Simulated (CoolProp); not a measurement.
A single-stage vapour-compression cycle with the fluid: evaporating at 267.15 K (dew point), condensing at 318.15 K (bubble point), superheat 10 K, subcooling 0 K, compressor efficiency 0.6, no pressure losses. The same conditions are run with several fluids, on thermodynamics alone (safety and materials aside).

The numbers come from the reference Helmholtz-energy equation of state of each fluid (C3F8 (R218): Lemmon 2006; cyclopentane: Gedanitz 2015; R1132(E): Akasaka 2024; R123: Younglove 1994; fluoroethane (R161): Wu 2012; R1224YDZ: Akasaka 2023) in CoolProp.

```tsv
fluid	cooling COP	pressure ratio	discharge temperature (K)	refrigerating effect (kJ/kg)	volumetric capacity (kJ/m³)
C3F8 (R218)	1.70	4.24	323.3	42.0	1300
cyclopentane	2.72	8.32	374.9	347	112
R1132(E)	2.21	3.99	371.6	173	3640
R123	2.61	7.37	356.7	138	230
fluoroethane (R161)	2.44	4.32	375.8	284	2280
R1224YDZ	2.52	6.78	346.5	128	356
```
